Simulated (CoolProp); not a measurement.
n-heptane along the isotherm 121.95 °C: Z from the reference equation and from simpler models built on Tc = 268.1 °C, pc = 2.774 MPa, ω = 0.349; each cubic takes its own stable root.

Computed with CoolProp (reference Helmholtz-energy equation of state, Span 2003). It is a short technical equation, of lower accuracy than the large ones.

```json
[
 {"p (MPa)": "1.07", "phase": "liquid", "reference": "0.05504"},
 {"p (MPa)": "2.13", "phase": "liquid", "reference": "0.1091"},
 {"p (MPa)": "3.2", "phase": "liquid", "reference": "0.1634"},
 {"p (MPa)": "4.27", "phase": "liquid", "reference": "0.2172"},
 {"p (MPa)": "5.33", "phase": "liquid", "reference": "0.2702"},
 {"p (MPa)": "6.4", "phase": "liquid", "reference": "0.3234"},
 {"p (MPa)": "7.47", "phase": "liquid", "reference": "0.3762"},
 {"p (MPa)": "8.53", "phase": "liquid", "reference": "0.4283"},
 {"p (MPa)": "9.6", "phase": "liquid", "reference": "0.4806"},
 {"p (MPa)": "10.7", "phase": "liquid", "reference": "0.5340"},
 {"p (MPa)": "11.7", "phase": "liquid", "reference": "0.5824"},
 {"p (MPa)": "12.8", "phase": "liquid", "reference": "0.6354"},
 {"p (MPa)": "13.9", "phase": "liquid", "reference": "0.6881"}
]
```

Q: How far does each simpler model (van der Waals, Redlich-Kwong, Soave-Redlich-Kwong) lie from the reference over these 13 states: mean and median of the absolute difference, and the worst?

A: 
- van der Waals: mean 63.0 %, median 62.0 %, worst +71.5 % at 121.95 °C and 1.07 MPa
- Redlich-Kwong: mean 15.7 %, median 15.4 %, worst +19.0 % at 121.95 °C and 1.07 MPa
- Soave-Redlich-Kwong: mean 11.0 %, median 10.9 %, worst +12.5 % at 121.95 °C and 1.07 MPa
